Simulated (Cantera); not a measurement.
**Gas-phase reforming**

An isothermal, constant-pressure homogeneous reactor starts with 43.5 % CH₄, 43.5 % CO₂, 13.0 % H₂, at 2100 K and 1.68 atm.

Computed with Cantera and GRI-Mech 3.0 (53 species, 325 reactions).

| t (s) | x CH₄ | x CO₂ | x H₂ | x H | x HO₂ |
|---|---|---|---|---|---|
| 0.000300 | 0.0303 | 0.106 | 0.334 | 0.00130 | 1.04e-10 |
| 0.00111 | 0.0126 | 0.0359 | 0.344 | 0.00149 | 7.13e-11 |
| 0.00413 | 0.00860 | 0.0202 | 0.421 | 0.00160 | 1.85e-11 |
| 0.0153 | 0.00426 | 0.00845 | 0.484 | 0.00169 | 2.90e-12 |
| 0.0569 | 0.00158 | 0.00280 | 0.517 | 0.00173 | <1e-12 |
| 0.211 | 0.000524 | 0.000817 | 0.529 | 0.00175 | <1e-12 |
| 0.783 | 0.000186 | 0.000226 | 0.532 | 0.00176 | <1e-12 |
| 2.91 | 7.91e-5 | 6.39e-5 | 0.533 | 0.00176 | <1e-12 |
| 10.8 | 4.47e-5 | 2.55e-5 | 0.533 | 0.00176 | <1e-12 |
| 40.0 | 4.05e-5 | 2.17e-5 | 0.533 | 0.00176 | <1e-12 |
x: mole fraction; the columns are a selection and need not sum to one.

Equilibrium at this temperature and pressure: CH₄ 4.16e-5, CO₂ 2.25e-5, H₂ 0.533, H 0.00176, HO₂ <1e-12 (gas phase only).
